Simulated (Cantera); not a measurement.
Input: 1 mol Pb, 6.5 mol H2, held at 1 atm.

Method: chemical equilibrium by Gibbs-energy minimisation in Cantera with the NASA 1993 tables (ideal gas, pure condensed phases). Candidate condensed phases: Pb; 4 gas species. Rates play no part. All values below are at 1498 K.

Base state: H2 0.976, Pb 0.0238, H 1.69e-5 (mole fractions); condensed: Pb(l).

Task: What changes in the equilibrium state with this change: pressure from 1 atm to 10.0 mbar?

Result: 
```tsv
species	before	after
H2	0.976	0.867
Pb	0.0238	0.133
H	1.69e-5	0.000160
Pb(l), mol	0.842	0
```
